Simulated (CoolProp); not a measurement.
Vapour-liquid equilibrium of R125 (1) + R245fa (2) at 0.24 bar; x and y are mole fractions of (1).

Computed with CoolProp (multi-fluid Helmholtz-energy mixture model, Lemmon 2005 and Akasaka 2015; pair parameters Bell 2016).

```
x     bubble temperature, mixture model (K)  bubble temperature, Raoult's law (K)  y, mixture model  y, Raoult's law
----  -------------------------------------  ------------------------------------  ----------------  ---------------
0.05                                  243.1                                 245.0             0.560            0.512
0.2                                   223.5                                 226.0             0.898            0.882
0.35                                  214.9                                 216.5             0.956            0.953
0.5                                   209.7                                 210.6             0.977            0.978
0.65                                  205.9                                 206.3             0.988            0.989
0.8                                   202.9                                 203.0             0.995            0.996
0.95                                  200.4                                 200.4             0.999            0.999
```

The largest gap from Raoult's law is -2.5 K in bubble temperature, at x = 0.2. No azeotrope shows between x = 0.05 and 0.95.

The pair parameters rest on a limited set of measurements; away from them the model extrapolates.
